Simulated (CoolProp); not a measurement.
Properties of ammonia along the isobar 44.8 bar (Tc = 132.4 °C, pc = 113.6 bar, ω = 0.256).

Computed with CoolProp (reference Helmholtz-energy equation of state, Gao 2020).

```csv
T (°C),phase,cp (kJ/(kg K)),Joule-Thomson coefficient (K/MPa),conductivity (mW/(m K)),Prandtl number
-56.05,liquid,4.368,-0.2083,748,2.17
-40.85,liquid,4.422,-0.1961,696,1.84
-25.55,liquid,4.476,-0.1808,645,1.63
-10.35,liquid,4.534,-0.1618,597,1.48
4.95,liquid,4.606,-0.1374,551,1.38
20.15,liquid,4.700,-0.1057,506,1.31
35.45,liquid,4.831,-0.06252,463,1.27
50.65,liquid,5.018,-0.002202,420,1.26
65.95,liquid,5.307,0.08864,378,1.27
81.15,liquid,5.810,0.2389,335,1.34
96.45,gas,4.431,12.01,40.3,1.40
111.65,gas,3.749,10.82,41.9,1.19
126.85,gas,3.386,9.781,44.2,1.07
142.15,gas,3.168,8.855,45.7,1.01
```

Viscosity comes from a separate model (Fenghour 1995). Thermal conductivity comes from a separate model (Tufeu 1984).
